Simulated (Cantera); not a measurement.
## Thermodynamics of iron carbonyl, mercury and lead vapours, feed Hg + O2 + N2

Input: 1 mol Hg, 0.12 mol O2, 0.63 mol N2, held at 302 °C.

Method: chemical equilibrium by Gibbs-energy minimisation in Cantera with the NASA 1993 tables (ideal gas, pure condensed phases). Candidate condensed phases: Hg, HgO; 10 gas species. Equilibrium is a limit: real reactors are often held back by kinetics, nucleation or transport.

```json
[
 {"P (Pa)": "10", "x N2": "0.360", "x Hg": "0.571", "x O2": "0.0686", "x NO": "3.59e-9", "x NO2": "1.95e-10", "n HgO(s)": "0", "n Hg(l)": "0"},
 {"P (Pa)": "42", "x N2": "0.360", "x Hg": "0.571", "x O2": "0.0686", "x NO": "3.59e-9", "x NO2": "3.99e-10", "n HgO(s)": "0", "n Hg(l)": "0"},
 {"P (Pa)": "180", "x N2": "0.360", "x Hg": "0.571", "x O2": "0.0686", "x NO": "3.59e-9", "x NO2": "8.25e-10", "n HgO(s)": "0", "n Hg(l)": "0"},
 {"P (Pa)": "750", "x N2": "0.360", "x Hg": "0.571", "x O2": "0.0686", "x NO": "3.59e-9", "x NO2": "1.68e-9", "n HgO(s)": "0", "n Hg(l)": "0"},
 {"P (Pa)": "3200", "x N2": "0.373", "x Hg": "0.568", "x O2": "0.0589", "x NO": "3.38e-9", "x NO2": "3.04e-9", "n HgO(s)": "0.0410", "n Hg(l)": "0"},
 {"P (Pa)": "13000", "x N2": "0.452", "x Hg": "0.547", "x O2": "0.000947", "x NO": "4.72e-10", "x NO2": "1.09e-10", "n HgO(s)": "0.237", "n Hg(l)": "0"},
 {"P (Pa)": "56000", "x N2": "0.453", "x Hg": "0.547", "x O2": "1.19e-5", "x NO": "5.29e-11", "x NO2": "2.83e-12", "n HgO(s)": "0.240", "n Hg(l)": "0"},
 {"P (Pa)": "240000", "x N2": "0.859", "x Hg": "0.141", "x O2": "2.26e-6", "x NO": "3.18e-11", "x NO2": "1.53e-12", "n HgO(s)": "0.240", "n Hg(l)": "0.656"},
 {"P (Pa)": "1000000", "x N2": "0.966", "x Hg": "0.0339", "x O2": "5.42e-7", "x NO": "1.65e-11", "x NO2": "<1e-12", "n HgO(s)": "0.240", "n Hg(l)": "0.738"}
]
```
x: gas mole fraction; n: condensed amount in mol.

From 0.0750 Torr to 5.63 Torr nothing is condensed. From 24.0 Torr to 420 Torr the condensed part is HgO(s). From 1800 Torr to 7500 Torr the condensed part is Hg(l) + HgO(s). The main Hg-bearing gas is Hg throughout.
